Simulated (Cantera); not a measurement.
Charge: 1 mol Cr, 11 mol N2O.

These are equilibrium values from Cantera (NASA tables, ideal gas, pure condensed phases), not measurements of a reactor. Candidate condensed phases: Cr, CrN, Cr2N, Cr2O3; 14 gas species. Rates play no part.

Problem. What condenses at these points (T in K, P in Pa): (2450, 100); (2250, 1); (1850, 10); (2550, 100000); (2550, 0.10)?

Solution. 
```csv
T (K),P in Pa,condensed phases,Cr condensed (%)
2450,100,gas only,0.0
2250,1,gas only,0.0
1850,10,Cr2O3,96.1
2550,100000,Cr2O3,85.6
2550,0.10,gas only,0.0
```
